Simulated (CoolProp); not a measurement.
n-butane along the isobar 2540 kPa: density (kg/m³) from the reference equation and from simpler models built on Tc = 425.1 K, pc = 3796 kPa, ω = 0.201; each cubic takes its own stable root.

Values from CoolProp's reference Helmholtz-energy equation of state, Bücker 2006.

| T (K) | phase | reference |
|---|---|---|
| 160.7 | liquid | 712.2 |
| 185 | liquid | 689.7 |
| 209.3 | liquid | 666.9 |
| 233.6 | liquid | 643.7 |
| 257.9 | liquid | 619.6 |
| 282.2 | liquid | 594.3 |
| 306.5 | liquid | 567.2 |
| 330.8 | liquid | 537.4 |
| 355.1 | liquid | 503.3 |
| 379.4 | liquid | 461.2 |
| 403.8 | gas | 71.94 |

Problem. How far does each simpler model (Redlich-Kwong, Soave-Redlich-Kwong, Peng-Robinson) lie from the reference over these 11 states: mean and median of the absolute difference, and the worst?

Solution. 
- Redlich-Kwong: mean 9.5 %, median 8.7 %, worst -15.7 % at 379.4 K and 2540 kPa
- Soave-Redlich-Kwong: mean 7.4 %, median 7.0 %, worst -12.3 % at 379.4 K and 2540 kPa
- Peng-Robinson: mean 3.7 %, median 4.3 %, worst +5.6 % at 282.2 K and 2540 kPa
